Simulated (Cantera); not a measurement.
Feed: 1 mol LiCl, a varied amount of H₂, equilibrated at 10.0 Torr.

Cantera equilibrium calculation (NASA polynomials, part measured and part estimated; ideal gas, pure solids and liquids). Candidate condensed phases: Li, LiCl, LiH; 11 gas species. Kinetics and transport are ignored.

Stable condensed phases, one row left out:

```
T in K \ n(H₂) in mol
         0.31 0.55 0.99  1.8  3.2  5.7   10   18   33   59  110  190  340
   2100     A    A    A    A    A    A    A    A    A    A    A    A    A
   1950     A    A    A    A    A    A    A    A    A    A    A    A    A
   1800     A    A    A    A    A    A    A    A    A    A    A    A    A
   1650     A    A    A    A    A    A    A    A    A    A    A    A    A
   1500     A    A    A    A    A    A    A    A    A    A    A    A    A
   1350     A    A    A    A    A    A    A    A    A    A    A    A    A
   1200     A    A    A    A    A    A    A    A    A    A    A    A    A
   1050     B    B    B    B    B    A    A    A    A    A    A    A    A
    750     B    B    B    B    B    B    B    B    B    B    B    B    B
```

A: gas only; B: LiCl.

Problem. Give the row for 900 K.

Solution. 0.31: LiCl; 0.55: LiCl; 0.99: LiCl; 1.8: LiCl; 3.2: LiCl; 5.7: LiCl; 10: LiCl; 18: LiCl; 33: LiCl; 59: LiCl; 110: LiCl; 190: gas only; 340: gas only.
